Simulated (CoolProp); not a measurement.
Saturation properties of tetradecamethylhexasiloxane (MD4M).

The numbers come from the reference Helmholtz-energy equation of state, Thol 2019 in CoolProp.

```json
[
 {"T (K)": "474.5", "p (bar)": "0.2268", "liquid density (kg/m³)": "708.3", "vapour density (kg/m³)": "2.749", "enthalpy of vaporisation (kJ/kg)": "117.2", "liquid cp (kJ/(kg K))": "2.085"},
 {"T (K)": "477.8", "p (bar)": "0.2502", "liquid density (kg/m³)": "704.6", "vapour density (kg/m³)": "3.022", "enthalpy of vaporisation (kJ/kg)": "116.1", "liquid cp (kJ/(kg K))": "2.091"},
 {"T (K)": "481.1", "p (bar)": "0.2755", "liquid density (kg/m³)": "700.9", "vapour density (kg/m³)": "3.316", "enthalpy of vaporisation (kJ/kg)": "115.0", "liquid cp (kJ/(kg K))": "2.097"},
 {"T (K)": "484.4", "p (bar)": "0.3028", "liquid density (kg/m³)": "697.1", "vapour density (kg/m³)": "3.632", "enthalpy of vaporisation (kJ/kg)": "114.0", "liquid cp (kJ/(kg K))": "2.104"},
 {"T (K)": "487.7", "p (bar)": "0.3322", "liquid density (kg/m³)": "693.3", "vapour density (kg/m³)": "3.973", "enthalpy of vaporisation (kJ/kg)": "112.9", "liquid cp (kJ/(kg K))": "2.110"},
 {"T (K)": "491", "p (bar)": "0.3639", "liquid density (kg/m³)": "689.5", "vapour density (kg/m³)": "4.340", "enthalpy of vaporisation (kJ/kg)": "111.8", "liquid cp (kJ/(kg K))": "2.117"},
 {"T (K)": "494.3", "p (bar)": "0.3979", "liquid density (kg/m³)": "685.6", "vapour density (kg/m³)": "4.733", "enthalpy of vaporisation (kJ/kg)": "110.7", "liquid cp (kJ/(kg K))": "2.123"},
 {"T (K)": "497.5", "p (bar)": "0.4332", "liquid density (kg/m³)": "681.9", "vapour density (kg/m³)": "5.142", "enthalpy of vaporisation (kJ/kg)": "109.6", "liquid cp (kJ/(kg K))": "2.129"},
 {"T (K)": "500.8", "p (bar)": "0.4723", "liquid density (kg/m³)": "678.0", "vapour density (kg/m³)": "5.594", "enthalpy of vaporisation (kJ/kg)": "108.5", "liquid cp (kJ/(kg K))": "2.136"},
 {"T (K)": "504.1", "p (bar)": "0.5140", "liquid density (kg/m³)": "674.0", "vapour density (kg/m³)": "6.078", "enthalpy of vaporisation (kJ/kg)": "107.4", "liquid cp (kJ/(kg K))": "2.142"},
 {"T (K)": "507.4", "p (bar)": "0.5585", "liquid density (kg/m³)": "670.0", "vapour density (kg/m³)": "6.595", "enthalpy of vaporisation (kJ/kg)": "106.3", "liquid cp (kJ/(kg K))": "2.149"},
 {"T (K)": "510.7", "p (bar)": "0.6061", "liquid density (kg/m³)": "666.0", "vapour density (kg/m³)": "7.148", "enthalpy of vaporisation (kJ/kg)": "105.2", "liquid cp (kJ/(kg K))": "2.155"},
 {"T (K)": "514", "p (bar)": "0.6568", "liquid density (kg/m³)": "661.9", "vapour density (kg/m³)": "7.739", "enthalpy of vaporisation (kJ/kg)": "104.0", "liquid cp (kJ/(kg K))": "2.162"},
 {"T (K)": "517.3", "p (bar)": "0.7107", "liquid density (kg/m³)": "657.8", "vapour density (kg/m³)": "8.370", "enthalpy of vaporisation (kJ/kg)": "102.9", "liquid cp (kJ/(kg K))": "2.169"}
]
```

It boils at 532.8 K under 1 atm.
